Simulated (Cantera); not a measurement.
# Gas-phase reforming

An isothermal, constant-pressure homogeneous reactor starts with 19.5 % CH4, 12.3 % H2O, 68.2 % H2, at 1425 K and 100.0 Torr.

Model: GRI-Mech 3.0 (53 species, 325 reactions), integrated in Cantera. GRI-Mech 3.0 stops at C3 and has no aromatics, soot or wall deposition, so with more carbon than oxygen in the feed, carbon stays in small species such as C2H2 where larger ones or solid carbon would form.

| t (s) | x CH4 | x H2O | x H2 | x CH2CO | x O |
|---|---|---|---|---|---|
| 1.00e-6 | 0.195 | 0.123 | 0.682 | <1e-12 | <1e-12 |
| 3.49e-6 | 0.195 | 0.123 | 0.682 | <1e-12 | <1e-12 |
| 1.22e-5 | 0.195 | 0.123 | 0.682 | <1e-12 | <1e-12 |
| 4.26e-5 | 0.195 | 0.123 | 0.682 | <1e-12 | <1e-12 |
| 0.000149 | 0.195 | 0.123 | 0.682 | <1e-12 | <1e-12 |
| 0.000519 | 0.195 | 0.123 | 0.682 | <1e-12 | <1e-12 |
| 0.00181 | 0.195 | 0.123 | 0.682 | <1e-12 | <1e-12 |
| 0.00632 | 0.195 | 0.123 | 0.682 | <1e-12 | <1e-12 |
| 0.0221 | 0.195 | 0.123 | 0.682 | 1.26e-11 | <1e-12 |
| 0.0771 | 0.194 | 0.123 | 0.683 | 1.47e-9 | <1e-12 |
| 0.269 | 0.193 | 0.123 | 0.684 | 2.55e-8 | <1e-12 |
| 0.940 | 0.187 | 0.122 | 0.687 | 1.48e-7 | <1e-12 |
| 3.28 | 0.171 | 0.120 | 0.699 | 5.31e-7 | <1e-12 |
| 11.5 | 0.128 | 0.115 | 0.728 | 1.41e-6 | <1e-12 |
| 40.0 | 0.0697 | 0.105 | 0.771 | 2.32e-6 | <1e-12 |
x: mole fraction; the columns are a selection and need not sum to one.

Equilibrium at this temperature and pressure: CH4 0.0254, H2O 4.81e-7, H2 0.864, CH2CO 2.81e-8, O <1e-12 (gas phase only).
